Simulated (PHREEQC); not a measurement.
0.012 g of hydrous ferric oxide (600 m²/g; 0.2 weak and 0.005 strong sites per Fe, Dzombak-Morel constants, diffuse double layer) in 1 kg of water with 0.05 mol/kgw of an inert sodium salt and 0.0014 mmol/kgw Na2HAsO4, at 25 °C; the pH is set by adding NaOH or the inert anion's acid. O2 is buffered at 0.21 atm. The system is closed to CO2. No solid was allowed to form.

The series has 13 steps of pH, from 4 to 10.

Model: ion-association model, wateq4f.dat, run in PHREEQC.

Task: Near which pH is half of the As sorbed, and on which side is more sorbed?

Result: Near pH 9.2, with more sorbed at lower pH.

Task: At which pH does the surface charge pass through zero?

Result: Near pH 7.8.

Complexes and solids missing from the database can't appear.
